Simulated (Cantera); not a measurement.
Feed: 1 mol MgO, 11 mol F2, held at 927 °C.

Method: chemical equilibrium by Gibbs-energy minimisation in Cantera with the NASA 1993 tables (ideal gas, pure condensed phases). Candidate condensed phases: Mg, MgF2, MgO; 14 gas species. The numbers say what is thermodynamically allowed, not how fast it happens.

x: gas mole fraction; n: condensed amount in mol.

```csv
P (Pa),x F,x F2,x O2,x MgF2,x FO2,x FO,x F2O,n MgF2(s)
1,0.973,3.58e-5,0.0243,0.00302,4.70e-10,8.36e-8,1.44e-12,0.938
3.60,0.975,0.000129,0.0244,0.000838,1.70e-9,1.59e-7,9.88e-12,0.983
13,0.975,___,0.0244,___,___,___,___,0.995
46,0.974,0.00165,0.0244,6.56e-5,2.17e-8,5.69e-7,4.51e-10,0.999
170,0.969,___,0.0245,___,___,___,___,1.000
600,0.954,0.0207,0.0249,5.03e-6,2.83e-7,2.03e-6,2.06e-8,1.000
2200,0.906,0.0682,0.0261,1.37e-6,1.03e-6,3.78e-6,1.33e-7,1.000
7700,0.790,0.181,0.0288,3.92e-7,3.48e-6,6.48e-6,6.97e-7,1.000
28000,0.594,0.373,0.0335,1.08e-7,1.10e-5,1.00e-5,2.95e-6,1.000
100000,0.389,0.572,0.0383,3.02e-8,2.96e-5,1.33e-5,9.14e-6,1.00
```

Q: Complete the blanks.

A: 
- 13, x F2: 0.000467
- 13, x MgF2: 0.000232
- 13, x FO2: 6.14e-9
- 13, x FO: 3.03e-7
- 13, x F2O: 6.79e-11
- 170, x F2: 0.00604
- 170, x MgF2: 1.77e-5
- 170, x FO2: 8.03e-8
- 170, x FO: 1.09e-6
- 170, x F2O: 3.18e-9
